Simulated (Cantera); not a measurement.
A closed system holds: 1 mol CaCO3, 0.95 mol H2O, held at 852 °C and 0.0820 bar.

Cantera equilibrium calculation (NASA polynomials, part measured and part estimated; ideal gas, pure solids and liquids). Candidate condensed phases: C, C6H6, C7H8, C8H18, Ca, CaCO3, CaO, Ca(OH)2, H2O; 115 gas species. Kinetics and transport are ignored.

Base state: CO2 0.513, H2O 0.487 (mole fractions); condensed: CaO(s).

Task: What changes in the equilibrium state with this change: temperature from 852 °C to 1677 °C?

Result: 
| species | before | after |
|---|---|---|
| CO2 | 0.513 | 0.492 |
| H2O | 0.487 | 0.477 |
| CO | 2.91e-6 | 0.0157 |
| Ca(OH)2 | <1e-9 | 3.26e-5 |
| H | <1e-9 | 0.000236 |
| O | <1e-9 | 0.000148 |
| OH | 2.48e-7 | 0.00294 |
| O2 | 2.65e-6 | 0.00885 |
| H2 | 2.52e-6 | 0.00347 |
| CaO(s), mol | 1.00 | 1.000 |
